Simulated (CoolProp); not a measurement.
A single-stage vapour-compression cycle with R13: evaporating at 198.15 K (dew point), condensing at 245.15 K (bubble point), superheat 10 K, subcooling 5 K, compressor efficiency 0.65, no pressure losses. Each further row changes one setting.

Model: reference Helmholtz-energy equation of state, Platzer 1990, in CoolProp. This equation is an older, rougher fit; its heat capacities, sound speeds and derivatives of the liquid may be far off and weren't checked against measurements.

```csv
case,cooling COP,pressure ratio,discharge temperature (K),refrigerating effect (kJ/kg),volumetric capacity (kJ/m³)
as stated,2.21,6.36,301.9,112,993
evaporating temperature 203.15 K,2.60,4.99,295.3,114,1270
condensing temperature 240.15 K,___,___,293.5,117,1040
subcooling 10 K,2.31,6.36,301.9,117,1040
superheat 20 K,2.20,6.36,___,117,988
compressor efficiency 0.55,___,6.36,315.0,112,993
```

**Question.** Complete the blanks.

**Answer.** 
- condensing temperature 240.15 K, cooling COP: 2.55
- condensing temperature 240.15 K, pressure ratio: 5.42
- superheat 20 K, discharge temperature (K): 313.7
- compressor efficiency 0.55, cooling COP: 1.87
